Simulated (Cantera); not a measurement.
## B + H2 (boron, boron nitride and boron oxide)

Input: 1 mol B, 60 mol H2, at 100000 Pa.

Equilibrium computed with Cantera from the NASA thermochemical tables; the gas is ideal and each condensed phase is pure. Candidate condensed phases: B; 7 gas species. The tables' values for BH2 are old estimates; treat these amounts as uncertain. Gases not in the tables: B2H6 and higher boranes. Equilibrium is a limit: real reactors are often held back by kinetics, nucleation or transport.

```
T (K)  log p H2  log p H  log p BH2  log p BH3  n B(s)  n B(l)
-----  --------  -------  ---------  ---------  ------  ------
773        0.00     <-12     -11.42      -8.29    1.00       0
923        0.00    -9.61      -9.25      -7.23   1.000       0
1073       0.00    -7.85      -7.70      -6.48   1.000       0
1223       0.00    -6.52      -6.54      -5.93   1.000       0
1373       0.00    -5.48      -5.63      -5.50   1.000       0
1523       0.00    -4.64      -4.90      -5.16   0.999       0
1673       0.00    -3.94      -4.31      -4.89   0.996       0
1823       0.00    -3.36      -3.82      -4.67   0.990       0
1973       0.00    -2.87      -3.40      -4.48   0.974       0
2123       0.00    -2.45      -3.04      -4.32   0.943       0
2273       0.00    -2.08      -2.74      -4.18   0.885       0
2423      -0.01    -1.76      -2.51      -4.11       0   0.803
```
log p: log10 of the partial pressure in bar; n: condensed amount in mol.

From 773 K to 2273 K the condensed part is B(s). At 2423 K the condensed part is B(l).
